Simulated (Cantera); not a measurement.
A freely propagating, adiabatic, planar premixed flame of H₂ : O₂ : N₂ = 1.3 : 0.385 : 1.81 (molar parts), equivalence ratio 1.7, unburnt at 375 K and 13300 Pa; mixture-averaged transport, grid criteria slope 0.08 and curve 0.16, no radiation.

Computed with Cantera and the H2/O2 subset of GRI-Mech 3.0, which has no nitrogen chemistry. Burning velocities carry a grid error of a few per cent, more on coarse grids.

x: mole fraction of selected species; z is measured from the peak of heat release.

```
z (mm)  T (K)  u (m/s)   x H₂      x O₂      x OH   x H₂O₂       x O      x H
------  -----  -------  -----  --------  --------  -------  --------  -------
-16.6     375     2.82  0.372     0.110     <1e-8    <1e-8     <1e-8    <1e-8
-11.1     375     2.82  0.372     0.110     <1e-8    <1e-8     <1e-8    <1e-8
-8.31     375     2.82  0.372     0.110     <1e-8    <1e-8     <1e-8    <1e-8
-5.54     375     2.82  0.372     0.110     <1e-8    <1e-8     <1e-8    <1e-8
-2.77     383     2.88  0.370     0.110   2.42e-5  3.60e-6   2.30e-6  4.27e-5
-1.38     608     4.48  0.340     0.104  0.000464  1.13e-5  0.000121  0.00791
0        1013     7.25  0.229    0.0671   0.00127  2.33e-7   0.00313   0.0573
1.38     1264     8.98  0.132    0.0120   0.00273  2.14e-7   0.00377   0.0962
2.77     1361     9.61  0.121   0.00281   0.00311  1.78e-7   0.00246   0.0953
5.54     1460     10.2  0.126       [?]       [?]  1.64e-7       [?]      [?]
11.1     1572     10.9  0.135   0.00141   0.00420  1.21e-7   0.00180   0.0685
22.2     1686     11.6  0.142       [?]   0.00433      [?]       [?]      [?]
44.3     1792     12.3  0.150  0.000566   0.00398  3.80e-8  0.000806   0.0389
```

Q: Some entries are withheld; supply them.

A: 
- 5.54, x O₂: 0.00182
- 5.54, x OH: 0.00371
- 5.54, x O: 0.00216
- 5.54, x H: 0.0834
- 22.2, x O₂: 0.000962
- 22.2, x H₂O₂: 7.25e-8
- 22.2, x O: 0.00130
- 22.2, x H: 0.0532
